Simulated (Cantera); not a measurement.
Input (Python, Cantera) and output of one run.

```python
import numpy as np
import cantera as ct

gas_names = [...]  # 113 gases of nasa_gas.yaml made of C, F, H, Si
cond_names = """
    C(gr) C6H6(L) C7H8(L) C8H18(L),n-octa Si(cr) Si(L) SiC(b)
""".split()


# ... load() reads the species with a 1 bar reference pressure and builds the phases ...
atoms = {
    'CH3F': {'C': 1, 'H': 3, 'F': 1},
    'H2': {'H': 2},
    'Si': {'Si': 1},
}
top_T = {'C(gr)': 4500, 'SiC(b)': 3050}  # K; cautious upper limits of use, not melting points


# ... equilibrate(T, P, feed) seeds the gas with the atoms and calls Mixture.equilibrate('TP', solver="vcs", rtol=1e-11, max_steps=5000) ...
results = []
feed = {'CH3F': 1, 'H2': 1.8, 'Si': 0.14}  # mol
T = 900  # K
P = 5.4  # Pa
mix = equilibrate(T, P, feed)
results.append((T, P, feed, dict(zip(mix.species_names, mix.species_moles))))
print(gas.report(threshold=1e-05))
for i in range(1, mix.n_phases):
    print(f"{mix.phase(i).name:16s} {mix.phase_moles(i):12.5e} mol")
```

Result:

```
       temperature   900 K
          pressure   5.4 Pa
           density   5.833e-06 kg/m^3
  mean mol. weight   8.0831 kg/kmol
   phase of matter   gas

                          1 kg             1 kmol
                     ---------------   ---------------
          enthalpy       -9.3318e+06        -7.543e+07  J
   internal energy       -1.0258e+07       -8.2913e+07  J
           entropy             32496        2.6267e+05  J/K
    Gibbs function       -3.8578e+07       -3.1183e+08  J
 heat capacity c_p            4042.2             32673  J/K
 heat capacity c_v            3013.6             24359  J/K

                      mass frac. Y      mole frac. X     chem. pot. / RT
                     ---------------   ---------------   ---------------
               CH4        2.3685e-05        1.1934e-05           -55.878
                HF           0.29756           0.12022             -70.8
                H2           0.20988           0.84152           -27.249
              SiF4           0.49253          0.038252           -267.41
     [ +109 minor]        1.1846e-06        1.2593e-07

C(gr)             9.99956e-01 mol
Si(cr)            0.00000e+00 mol
SiC(b)            0.00000e+00 mol
```

Method: chemical equilibrium by Gibbs-energy minimisation in Cantera with the NASA 1993 tables (ideal gas, pure condensed phases).
